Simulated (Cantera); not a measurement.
Ti + CO2 + H2 + H2O (metals in furnace atmospheres)

Charge: 1 mol Ti, 3.4 mol CO2, 21 mol H2, 0.51 mol H2O, at 1900 K and 1.40 mbar.

Equilibrium computed with Cantera from the NASA thermochemical tables; the gas is ideal and each condensed phase is pure. Candidate condensed phases: C, C6H6, C7H8, C8H18, H2O, Ti, TiC, TiO, TiO2, Ti2O3, Ti3O5, Ti4O7; 113 gas species. Condensed phases not in the tables: Magnéli phases beyond Ti4O7. Kinetics and transport are ignored.

- x(H2) = 0.764
- x(CO) = 0.132
- x(H2O) = 0.0824
- x(H) = 0.0185
- x(CO2) = 0.00338
- x(OH) = 0.000164
- x(TiO2) = 2.01e-5
- x(O) = 2.99e-6
- x(TiO) = 1.79e-6
- n(Ti4O7(s)) = 0.250 mol
- gas amount = 25.15 mol
- log10 activity of Ti3O5(s) (absent) = -0.04
- log10 activity of Ti2O3(s) (absent) = -0.58
- log10 activity of C(graphite) (absent) = -6.52
